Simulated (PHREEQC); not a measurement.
Dissolve 0.018 mol/kgw Al(NO3)3, 0.0049 mol/kgw NaHSO4 and 3e-05 mol/kgw LiNO3 at 85 °C. Closed to the air; pH follows from the charge balance.

Model: ion-association model, phreeqc.dat, run in PHREEQC.

```yaml
pH: 2.40
ionic_strength: 0.0986 mol/kgw
density: 0.972 g/cm³
total_alkalinity: -4.90 meq/kg
```

| species | molality | activity | log γ |
|---|---|---|---|
| NO3- | 0.0540 | 0.0394 | -0.138 |
| Al+3 | 0.0138 | 0.00203 | -0.834 |
| Na+ | 0.00489 | 0.00373 | -0.118 |
| H+ | 0.00487 | 0.00394 | -0.093 |
| AlSO4+ | 0.00362 | 0.00273 | -0.123 |
| SO4-2 | 0.000669 | 0.000223 | -0.478 |
| HSO4- | 0.000533 | 0.000403 | -0.121 |
| AlOH+2 | 0.000478 | 0.000165 | -0.461 |
| Al(SO4)2- | 3.21e-5 | 2.42e-5 | -0.123 |
| Li+ | 3.00e-5 | 2.32e-5 | -0.111 |
| Al(OH)2+ | 1.74e-5 | 1.33e-5 | -0.115 |
| NaSO4- | 7.44e-6 | 5.70e-6 | -0.115 |
| AlHSO4+2 | 7.19e-6 | 2.36e-6 | -0.484 |
| LiSO4- | 2.96e-8 | 2.26e-8 | -0.118 |

Precipitation was switched off in this run. Constants without temperature data keep their 25 °C values here.
